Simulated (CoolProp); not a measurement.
Properties of ethanol at several states.

Computed with CoolProp (reference Helmholtz-energy equation of state, Schroeder 2014).

```json
[
 {"T (°C)": "-25.05", "p (kPa)": "1320", "phase": "liquid", "Z": "0.03558", "isothermal compressibility (1/MPa)": "0.0008284", "expansivity (1/kK)": "1.022", "viscosity (µPa s)": "[?]", "Prandtl number": "40.0"},
 {"T (°C)": "4.75", "p (kPa)": "53.3", "phase": "liquid", "Z": "0.001324", "isothermal compressibility (1/MPa)": "0.001018", "expansivity (1/kK)": "1.056", "viscosity (µPa s)": "1640", "Prandtl number": "22.3"},
 {"T (°C)": "-77.85", "p (kPa)": "103", "phase": "liquid", "Z": "0.003344", "isothermal compressibility (1/MPa)": "0.0006014", "expansivity (1/kK)": "[?]", "viscosity (µPa s)": "17400", "Prandtl number": "172"},
 {"T (°C)": "167.05", "p (kPa)": "1010", "phase": "gas", "Z": "0.8843", "isothermal compressibility (1/MPa)": "[?]", "expansivity (1/kK)": "[?]", "viscosity (µPa s)": "13.1", "Prandtl number": "0.945"},
 {"T (°C)": "152.05", "p (kPa)": "354", "phase": "gas", "Z": "[?]", "isothermal compressibility (1/MPa)": "2.963", "expansivity (1/kK)": "2.923", "viscosity (µPa s)": "12.6", "Prandtl number": "0.861"}
]
```

### Question
Some entries are withheld; supply them.

### Answer

- -25.05, viscosity (µPa s): 3340
- -77.85, expansivity (1/kK): 1.039
- 167.05, isothermal compressibility (1/MPa): 1.138
- 167.05, expansivity (1/kK): 3.961
- 152.05, Z: 0.9553

Viscosity comes from a separate model (Kiselev 2005). Thermal conductivity comes from a separate model (Assael 2013).
